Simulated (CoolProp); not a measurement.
R1123 along the isobar 13200 kPa: density (kg/m³) from the reference equation and from simpler models built on Tc = 331.7 K, pc = 4549 kPa, ω = 0.243; each cubic takes its own stable root.

The numbers come from the reference Helmholtz-energy equation of state, Akasaka 2020 in CoolProp.

```json
[
 {"T (K)": "284.3", "phase": "liquid", "reference": "1150", "van der Waals": "761.2", "Redlich-Kwong": "1025", "Soave-Redlich-Kwong": "1050", "Peng-Robinson": "1181"},
 {"T (K)": "291", "phase": "liquid", "reference": "1126", "van der Waals": "750.8", "Redlich-Kwong": "1003", "Soave-Redlich-Kwong": "1025", "Peng-Robinson": "1153"},
 {"T (K)": "297.6", "phase": "liquid", "reference": "1101", "van der Waals": "___", "Redlich-Kwong": "980.0", "Soave-Redlich-Kwong": "1000", "Peng-Robinson": "1123"},
 {"T (K)": "304.3", "phase": "liquid", "reference": "1076", "van der Waals": "729.2", "Redlich-Kwong": "956.3", "Soave-Redlich-Kwong": "973.7", "Peng-Robinson": "1092"},
 {"T (K)": "310.9", "phase": "liquid", "reference": "1049", "van der Waals": "718.2", "Redlich-Kwong": "932.4", "Soave-Redlich-Kwong": "946.4", "Peng-Robinson": "___"},
 {"T (K)": "317.5", "phase": "liquid", "reference": "1022", "van der Waals": "706.9", "Redlich-Kwong": "907.8", "Soave-Redlich-Kwong": "917.9", "Peng-Robinson": "1027"},
 {"T (K)": "324.2", "phase": "liquid", "reference": "992.5", "van der Waals": "695.2", "Redlich-Kwong": "882.2", "Soave-Redlich-Kwong": "887.9", "Peng-Robinson": "___"},
 {"T (K)": "330.8", "phase": "liquid", "reference": "962.2", "van der Waals": "683.3", "Redlich-Kwong": "856.4", "Soave-Redlich-Kwong": "___", "Peng-Robinson": "954.5"},
 {"T (K)": "337.5", "phase": "supercritical", "reference": "930.0", "van der Waals": "671.0", "Redlich-Kwong": "829.4", "Soave-Redlich-Kwong": "824.6", "Peng-Robinson": "915.8"},
 {"T (K)": "344.1", "phase": "supercritical", "reference": "896.6", "van der Waals": "658.6", "Redlich-Kwong": "802.3", "Soave-Redlich-Kwong": "791.6", "Peng-Robinson": "876.3"},
 {"T (K)": "350.8", "phase": "supercritical", "reference": "861.1", "van der Waals": "645.7", "Redlich-Kwong": "___", "Soave-Redlich-Kwong": "757.0", "Peng-Robinson": "835.0"},
 {"T (K)": "357.4", "phase": "supercritical", "reference": "824.4", "van der Waals": "632.6", "Redlich-Kwong": "746.0", "Soave-Redlich-Kwong": "___", "Peng-Robinson": "793.6"},
 {"T (K)": "364", "phase": "supercritical", "reference": "786.2", "van der Waals": "619.3", "Redlich-Kwong": "717.4", "Soave-Redlich-Kwong": "687.0", "Peng-Robinson": "751.7"}
]
```

Complete the blanks.


- 297.6, van der Waals: 740.2
- 310.9, Peng-Robinson: 1060
- 324.2, Peng-Robinson: 991.1
- 330.8, Soave-Redlich-Kwong: 857.1
- 350.8, Redlich-Kwong: 774.2
- 357.4, Soave-Redlich-Kwong: 722.2
